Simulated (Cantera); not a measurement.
A perfectly stirred reactor is fed with CH4 : C2H6 : C3H8 : O2 : N2 : CO2 = 1 : 0.076 : 0.28 : 5.11 : 19.2 : 1.5 (molar parts), equivalence ratio 0.72, at 0.730 bar; it is adiabatic with a 650 K inlet, and is followed from long to short residence time, starting on the burning branch (τ in s: 0.054, 0.027, 0.014, 0.007, 0.0035, 0.0018, 0.00089, 0.00045, 0.00023, 0.00011, 5.8e-05, 2.9e-05, 1.5e-05).

Model: GRI-Mech 3.0 (53 species, 325 reactions), integrated in Cantera.

x: mole fraction; the columns are a selection and need not sum to one.

```
τ (s)    T (K)     x CH4   x C2H6   x C3H8    x CH2O    x C2H      x NO    x HO2
-------  -----  --------  -------  -------  --------  -------  --------  -------
0.054     2013   4.64e-6  6.66e-8  2.46e-7   1.06e-6  2.95e-9  0.000172  1.64e-6
0.027     1998         …        …        …         …        …         …        …
0.014     1979   1.16e-5  1.97e-7  7.09e-7   2.80e-6  6.12e-9   8.36e-5  2.77e-6
0.0070    1952   1.88e-5  3.38e-7  1.19e-6   4.59e-6  8.30e-9   5.71e-5  3.90e-6
0.0035    1918   3.11e-5  5.81e-7  1.99e-6   7.56e-6  1.08e-8   3.94e-5  5.57e-6
0.0018    1879   5.18e-5  9.90e-7  3.31e-6   1.24e-5  1.36e-8   2.83e-5  7.84e-6
0.00089   1831   9.33e-5  1.79e-6  5.85e-6   2.14e-5  1.74e-8   2.04e-5  1.12e-5
0.00045   1779  0.000176  3.37e-6  1.08e-5   3.79e-5  2.27e-8   1.45e-5  1.60e-5
0.00023   1721         …        …        …         …        …         …        …
0.00011   1630   0.00113  2.16e-5  6.67e-5  0.000186  5.47e-8   4.23e-6  5.19e-5
5.8e-5     650    0.0368  0.00280   0.0103    <1e-12   <1e-12    <1e-12   <1e-12
2.9e-5     650    0.0368  0.00280   0.0103    <1e-12   <1e-12    <1e-12   <1e-12
1.5e-5     650    0.0368  0.00280   0.0103    <1e-12   <1e-12    <1e-12   <1e-12
```

Question: Some entries are withheld; supply them.

Answer: 
- 0.027, x CH4: 7.45e-6
- 0.027, x C2H6: 1.17e-7
- 0.027, x C3H8: 4.28e-7
- 0.027, x CH2O: 1.76e-6
- 0.027, x C2H: 4.40e-9
- 0.027, x NO: 0.000119
- 0.027, x HO2: 2.08e-6
- 0.00023, x CH4: 0.000363
- 0.00023, x C2H6: 6.90e-6
- 0.00023, x C3H8: 2.17e-5
- 0.00023, x CH2O: 7.18e-5
- 0.00023, x C2H: 3.16e-8
- 0.00023, x NO: 9.49e-6
- 0.00023, x HO2: 2.41e-5
